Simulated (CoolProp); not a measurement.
Saturation properties of carbon monoxide (Tc = 132.9 K, pc = 34.98 bar, ω = 0.050).

Values from CoolProp's reference Helmholtz-energy equation of state, Lemmon 2006. It is a short technical equation, of lower accuracy than the large ones.

```json
[
 {"T (K)": "101.6", "p (bar)": "6.116", "liquid density (kg/m³)": "696.8", "vapour density (kg/m³)": "23.76", "enthalpy of vaporisation (kJ/kg)": "180.9", "liquid cp (kJ/(kg K))": "2.334", "surface tension (mN/m)": "5.40"},
 {"T (K)": "104.7", "p (bar)": "7.587", "liquid density (kg/m³)": "679.4", "vapour density (kg/m³)": "29.43", "enthalpy of vaporisation (kJ/kg)": "174.2", "liquid cp (kJ/(kg K))": "2.400", "surface tension (mN/m)": "4.79"},
 {"T (K)": "107.8", "p (bar)": "9.296", "liquid density (kg/m³)": "661.1", "vapour density (kg/m³)": "36.18", "enthalpy of vaporisation (kJ/kg)": "166.8", "liquid cp (kJ/(kg K))": "2.484", "surface tension (mN/m)": "4.19"},
 {"T (K)": "110.9", "p (bar)": "11.27", "liquid density (kg/m³)": "641.6", "vapour density (kg/m³)": "44.23", "enthalpy of vaporisation (kJ/kg)": "158.6", "liquid cp (kJ/(kg K))": "2.593", "surface tension (mN/m)": "3.60"},
 {"T (K)": "114", "p (bar)": "13.52", "liquid density (kg/m³)": "620.7", "vapour density (kg/m³)": "53.86", "enthalpy of vaporisation (kJ/kg)": "149.7", "liquid cp (kJ/(kg K))": "2.736", "surface tension (mN/m)": "3.02"},
 {"T (K)": "117.1", "p (bar)": "16.07", "liquid density (kg/m³)": "598.0", "vapour density (kg/m³)": "65.50", "enthalpy of vaporisation (kJ/kg)": "139.6", "liquid cp (kJ/(kg K))": "2.935", "surface tension (mN/m)": "2.46"},
 {"T (K)": "120.2", "p (bar)": "18.96", "liquid density (kg/m³)": "572.9", "vapour density (kg/m³)": "79.79", "enthalpy of vaporisation (kJ/kg)": "128.1", "liquid cp (kJ/(kg K))": "3.225", "surface tension (mN/m)": "1.91"},
 {"T (K)": "123.3", "p (bar)": "22.21", "liquid density (kg/m³)": "544.3", "vapour density (kg/m³)": "97.83", "enthalpy of vaporisation (kJ/kg)": "114.7", "liquid cp (kJ/(kg K))": "3.693", "surface tension (mN/m)": "1.39"},
 {"T (K)": "126.4", "p (bar)": "25.85", "liquid density (kg/m³)": "510.3", "vapour density (kg/m³)": "121.7", "enthalpy of vaporisation (kJ/kg)": "98.35", "liquid cp (kJ/(kg K))": "4.591", "surface tension (mN/m)": "0.884"},
 {"T (K)": "129.5", "p (bar)": "29.94", "liquid density (kg/m³)": "465.5", "vapour density (kg/m³)": "157.0", "enthalpy of vaporisation (kJ/kg)": "76.36", "liquid cp (kJ/(kg K))": "7.132", "surface tension (mN/m)": "0.417"}
]
```

It boils at 81.6 K under 1 atm.

Surface tension comes from a separate correlation (Mulero 2012).
